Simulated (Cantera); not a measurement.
What does this Cantera script print?

```python
import numpy as np
import cantera as ct

gas_names = """
    CL CLO CL2 H HCL HOCL HO2 H2 H2O H2O2 O OH O2 O3 Si SiCL SiCL2 SiCL3 SiCL4 SiH SiHCL3 SiH2 SiH2CL2
    SiH3 SiH3CL SiH4 SiO SiO2 Si2 Si3
""".split()
cond_names = """
    H2O(s) H2O(L) Si(cr) Si(L) SiO2(Lqz) SiO2(hqz) SiO2(L)
""".split()


# ... load() reads the species with a 1 bar reference pressure and builds the phases ...
atoms = {
    'SiH2Cl2': {'Si': 1, 'H': 2, 'CL': 2},
    'O3': {'O': 3},
}
top_T = {}  # K; cautious upper limits of use, not melting points


# ... equilibrate(T, P, feed) seeds the gas with the atoms and calls Mixture.equilibrate('TP', solver="vcs", rtol=1e-11, max_steps=5000) ...
results = []
T = 1525  # K
P = 6.4  # Pa
for m in [0.21, 0.3, 0.42, 0.59, 0.84, 1.2, 1.7, 2.4, 3.3, 4.7, 6.6]:
    feed = {'SiH2Cl2': 1, 'O3': m}  # mol
    mix = equilibrate(T, P, feed)
    results.append((T, P, feed, dict(zip(mix.species_names, mix.species_moles))))

top = {s: max(r[3][s] / sum(r[3][g] for g in gas_names) for r in results) for s in gas_names}
cols = sorted((s for s in top if top[s] > 0.001), key=lambda s: -top[s])[:5]
seen = [c for c in cond_names if any(r[3].get(c, 0) > 1e-12 for r in results)]
print("log10 of partial pressures in bar; condensed amounts in mol")
print(f"{'n(O3)':>10s}" + "".join(f"{s[:9]:>10s}" for s in cols + seen))
for T, P, feed, n in results:
    ng = sum(n[g] for g in gas_names)
    print(f"{feed['O3']:10.4g}" + "".join(f"{np.log10(max(n[s] / ng * P / 1e5, 1e-99)):10.3f}" for s in cols)
          + "".join(f"{n.get(c, 0):10.4g}" for c in seen))
```

Output:

```
log10 of partial pressures in bar; condensed amounts in mol
     n(O3)       HCL        O2       SiO        CL        H2 SiO2(hqz)
      0.21    -4.519   -22.199    -4.815    -6.722    -5.038         0
       0.3    -4.409   -19.148    -4.703    -6.329    -5.604         0
      0.42    -4.347   -18.436    -4.820    -6.194    -5.749    0.3181
      0.59    -4.254   -17.573    -5.251    -5.990    -5.971    0.7881
      0.84    -4.357    -5.352   -11.361    -4.984    -8.190         1
       1.2    -4.478    -4.828   -11.624    -4.977    -8.446         1
       1.7    -4.599    -4.611   -11.732    -5.022    -8.599         1
       2.4    -4.728    -4.483   -11.796    -5.086    -8.728         1
       3.3    -4.856    -4.403   -11.836    -5.157    -8.840         1
       4.7    -5.006    -4.341   -11.867    -5.247    -8.962         1
       6.6    -5.158    -4.300   -11.888    -5.341    -9.077         1
```

Cantera equilibrium calculation (NASA polynomials, part measured and part estimated; ideal gas, pure solids and liquids). The tables' values for SiCl3, SiCl are old estimates; treat these amounts as uncertain. The tables hold silica as quartz up to 1696 K and as liquid above; real silica turns to tridymite and cristobalite and melts near 1996 K.
